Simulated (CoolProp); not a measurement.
A closed Brayton cycle with nitrogen: compressor inlet 307.15 K and 5.2 MPa, high pressure 17.5 MPa, turbine inlet 975 K, compressor efficiency 0.8, turbine efficiency 0.93, recuperator effectiveness 0 (on enthalpy, no pinch check). Each further row changes one setting.

Values from CoolProp's reference Helmholtz-energy equation of state, Span 2000.

| case | thermal efficiency (%) | net work (kJ/kg) | compressor to turbine work | compressor exit (K) | turbine exit (K) |
|---|---|---|---|---|---|
| as stated | 20.6 | 119 | 0.59 | 467.8 | 727.7 |
| turbine inlet 925 K | 20.1 | 104 | … | 467.8 | … |
| compressor inlet 317.15 K | 20.2 | … | … | 482.9 | 727.7 |
| high pressure 14.9 MPa | … | … | … | 443.2 | … |
| recuperator effectiveness 0.5 | 27.3 | 119 | 0.59 | 467.8 | 727.7 |

**Question.** What belongs in the gaps?

**Answer.** 
- turbine inlet 925 K, compressor to turbine work: 0.62
- turbine inlet 925 K, turbine exit (K): 688.4
- compressor inlet 317.15 K, net work (kJ/kg): 113
- compressor inlet 317.15 K, compressor to turbine work: 0.61
- high pressure 14.9 MPa, thermal efficiency (%): 18.6
- high pressure 14.9 MPa, net work (kJ/kg): 112
- high pressure 14.9 MPa, compressor to turbine work: 0.56
- high pressure 14.9 MPa, turbine exit (K): 756.8
